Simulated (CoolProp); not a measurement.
Acetone along the isobar 2.54 MPa: fugacity coefficient from the reference equation and from simpler models built on Tc = 508.1 K, pc = 4.692 MPa, ω = 0.307; each cubic takes its own stable root.

Values from CoolProp's reference Helmholtz-energy equation of state, Lemmon 2006. It is a short technical equation, of lower accuracy than the large ones.

| T (K) | phase | reference | Redlich-Kwong | Soave-Redlich-Kwong | Peng-Robinson |
|---|---|---|---|---|---|
| 456.8 | liquid | 0.6272 | 0.7484 | 0.6715 | 0.6530 |
| 461.5 | liquid | 0.6664 | 0.7615 | 0.7124 | 0.6928 |
| 466.1 | liquid | 0.7058 | 0.7685 | 0.7529 | 0.7323 |
| 470.7 | gas | 0.7288 | 0.7752 | 0.7656 | 0.7492 |
| 475.4 | gas | 0.7393 | 0.7817 | 0.7736 | 0.7572 |
| 480 | gas | 0.7488 | 0.7879 | 0.7811 | 0.7647 |
| 484.6 | gas | 0.7578 | 0.7938 | 0.7883 | 0.7718 |
| 489.3 | gas | 0.7665 | 0.7996 | 0.7953 | 0.7789 |
| 493.9 | gas | 0.7745 | 0.8051 | 0.8019 | 0.7855 |
| 498.5 | gas | 0.7820 | 0.8103 | 0.8082 | 0.7918 |
| 503.2 | gas | 0.7894 | 0.8155 | 0.8144 | 0.7981 |
| 507.8 | gas | 0.7962 | 0.8204 | 0.8203 | 0.8040 |
| 512.4 | gas | 0.8028 | 0.8251 | 0.8259 | 0.8097 |
| 517 | gas | 0.8090 | 0.8296 | 0.8314 | 0.8151 |

At some of these states Redlich-Kwong gives the other phase, because its saturation line lies elsewhere.
